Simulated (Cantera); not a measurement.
An isothermal, constant-pressure homogeneous reactor starts with CH4 : N2 = 1 : 1.5 (molar parts), at 1448 K and 66.8 Torr. Integrator tolerance rtol = 1e-08.

Model: GRI-Mech 3.0 (53 species, 325 reactions), integrated in Cantera. GRI-Mech 3.0 stops at C3 and has no aromatics, soot or wall deposition, so with more carbon than oxygen in the feed, carbon stays in small species such as C2H2 where larger ones or solid carbon would form.

Q: What does this change do: temperature 1448 to 1523 K?

A: 
| quantity | before | after |
|---|---|---|
| x(CH4) at 3.00 s | 0.274 (gas-phase equilibrium 0.0110) | 0.102 (gas-phase equilibrium 0.00494) |
| x(C2H6) at 3.00 s | 0.000138 (gas-phase equilibrium 7.98e-7) | 2.81e-5 (gas-phase equilibrium 2.14e-7) |
| x(CH3) at 3.00 s | 0.000160 (gas-phase equilibrium 1.07e-5) | 0.000170 (gas-phase equilibrium 1.20e-5) |
| x(H2) at 3.00 s | 0.134 (gas-phase equilibrium 0.416) | 0.319 (gas-phase equilibrium 0.423) |
| x(C2H) at 3.00 s | 1.71e-9 (gas-phase equilibrium 6.03e-9) | 1.89e-8 (gas-phase equilibrium 2.41e-8) |
